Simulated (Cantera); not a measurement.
A perfectly stirred reactor is fed with 0.508 % CH₃OH, 1.86 % O₂, 97.6 % N₂, at 18.8 atm; it is held at 1548 K, and followed from long to short residence time.

Cantera simulation using GRI-Mech 3.0 (53 species, 325 reactions); the numbers are that mechanism's predictions, not measurements. GRI-Mech 3.0 was tuned for natural gas; its chemistry of methanol as a main component is partial and can be far from experiment. The pressure lies above the range GRI-Mech 3.0 was tuned for (to about 10 atm).

x: mole fraction; the columns are a selection and need not sum to one.

```csv
τ (s),x CH₃OH,x O₂,x HCO,x OH,x NO
8.9,2.62e-8,0.0109,5.87e-12,1.01e-5,3.48e-6
2.4,___,0.0109,2.18e-11,___,___
0.63,2.23e-7,0.0109,8.34e-11,1.66e-5,1.45e-6
0.17,6.01e-7,0.0109,3.09e-10,2.24e-5,1.35e-6
0.044,1.65e-6,0.0109,1.20e-9,3.02e-5,1.39e-6
0.012,___,0.0110,___,___,1.40e-6
0.0031,1.13e-5,0.0112,1.69e-8,5.16e-5,1.14e-6
0.00084,2.76e-5,0.0116,6.14e-8,6.59e-5,6.76e-7
```

### Question
Complete the blanks.

### Answer

- 2.4, x CH₃OH: 7.85e-8
- 2.4, x OH: 1.25e-5
- 2.4, x NO: 1.92e-6
- 0.012, x CH₃OH: 4.29e-6
- 0.012, x HCO: 4.38e-9
- 0.012, x OH: 3.97e-5
